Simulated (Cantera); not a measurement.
Charge: 1 mol Si, 7.8 mol CO, 6 mol N2, a varied amount of CO2, held at 1450 °C and 0.890 bar.

These are equilibrium values from Cantera (NASA tables, ideal gas, pure condensed phases), not measurements of a reactor. Candidate condensed phases: C, Si, SiC, SiO2, Si2N2O, Si3N4; 34 gas species. Mutual solubility and eutectic melting of coexisting phases are not modelled. The tables hold silica as quartz up to 1696 K and as liquid above; real silica turns to tridymite and cristobalite and melts near 1996 K. Rates play no part.

Q: Which condensed phases are stable at each of these points (n(CO2) (mol)): 0.051, 0.089, 0.16, 0.28, 0.49, 0.86, 1.5, 2.7, 4.7, 8.3, 15, 26?

A: 
```csv
n(CO2) (mol),condensed phases,Si condensed (%)
0.051,C(graphite) + Si2N2O(s),99.6
0.089,C(graphite) + Si2N2O(s),99.6
0.16,C(graphite) + Si2N2O(s),99.6
0.28,C(graphite) + Si2N2O(s),99.6
0.49,C(graphite) + Si2N2O(s),99.5
0.86,SiO2(condensed) + Si2N2O(s),99.1
1.5,SiO2(condensed) + Si2N2O(s),99.0
2.7,SiO2(condensed),100.0
4.7,SiO2(condensed),100.0
8.3,SiO2(condensed),100.0
15,SiO2(condensed),100.0
26,SiO2(condensed),100.0
```

From 0.051 mol CO2 to 0.49 mol CO2 the condensed part is C(graphite) + Si2N2O(s). From 0.86 mol CO2 to 1.5 mol CO2 the condensed part is SiO2(condensed) + Si2N2O(s). From 2.7 mol CO2 to 26 mol CO2 the condensed part is SiO2(condensed).
